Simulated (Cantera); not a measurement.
An adiabatic, constant-pressure homogeneous reactor starts with CH4 : C2H6 : O2 : N2 = 1 : 0.054 : 4.47 : 16.8 (molar parts), at 1798 K and 4.93 atm. Integrator tolerance rtol = 1e-08.

Detailed kinetics in Cantera: GRI-Mech 3.0 (53 species, 325 reactions).

**Question.** What does this change do: pressure from 4.93 atm to 18.8 atm?

**Answer.** 
| quantity | before | after |
|---|---|---|
| time of steepest temperature rise | 13.4 µs | 5.43 µs |
| temperature at 0.300 s | 2641 K | 2677 K |
| equilibrium temperature | 2641 K | 2677 K |
| x(CH4) at 0.300 s | <1e-12 (gas-phase equilibrium <1e-12) | <1e-12 (gas-phase equilibrium <1e-12) |
| x(C2H6) at 0.300 s | <1e-12 (gas-phase equilibrium <1e-12) | <1e-12 (gas-phase equilibrium <1e-12) |
| x(O2) at 0.300 s | 0.0906 (gas-phase equilibrium 0.0906) | 0.0904 (gas-phase equilibrium 0.0904) |
| x(H2) at 0.300 s | 0.00150 (gas-phase equilibrium 0.00150) | 0.000922 (gas-phase equilibrium 0.000922) |
| x(HCN) at 0.300 s | 2.87e-11 (gas-phase equilibrium 2.87e-11) | 3.27e-11 (gas-phase equilibrium 3.27e-11) |
| x(CH3) at 0.300 s | <1e-12 (gas-phase equilibrium <1e-12) | <1e-12 (gas-phase equilibrium <1e-12) |
The pressure lies above the range GRI-Mech 3.0 was tuned for (to about 10 atm).

**Question.** What does this change do: initial temperature 1798 to 1525 K?

**Answer.** 
```csv
quantity,before,after
time of steepest temperature rise,13.4 µs,92.2 µs
temperature at 0.300 s,2641 K,2453 K
equilibrium temperature,2641 K,2453 K
x(CH4) at 0.300 s,<1e-12 (gas-phase equilibrium <1e-12),<1e-12 (gas-phase equilibrium <1e-12)
x(C2H6) at 0.300 s,<1e-12 (gas-phase equilibrium <1e-12),<1e-12 (gas-phase equilibrium <1e-12)
x(O2) at 0.300 s,0.0906 (gas-phase equilibrium 0.0906),0.0937 (gas-phase equilibrium 0.0937)
x(H2) at 0.300 s,0.00150 (gas-phase equilibrium 0.00150),0.000640 (gas-phase equilibrium 0.000640)
x(HCN) at 0.300 s,2.87e-11 (gas-phase equilibrium 2.87e-11),3.14e-12 (gas-phase equilibrium 3.14e-12)
x(CH3) at 0.300 s,<1e-12 (gas-phase equilibrium <1e-12),<1e-12 (gas-phase equilibrium <1e-12)
```
